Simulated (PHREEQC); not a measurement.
Solution (82 °C): 0.013 mol H2SO4, 0.05 mol ZnSO4 and 0.00027 mol Na2SO4 per kg of water. Closed to the air; pH follows from the charge balance.

Computed with PHREEQC (ion-association model, phreeqc.dat).

Problem. The ionic strength comes out as 0.115 mol/kgw. What activity coefficients do SO4-2, H+, Na+, HSO4-, NaSO4- get?

Solution. SO4-2 0.32, H+ 0.80, Na+ 0.75, HSO4- 0.75, NaSO4- 0.76.

This is a speciation only: nothing precipitates in the calculation. Constants without temperature data keep their 25 °C values here.
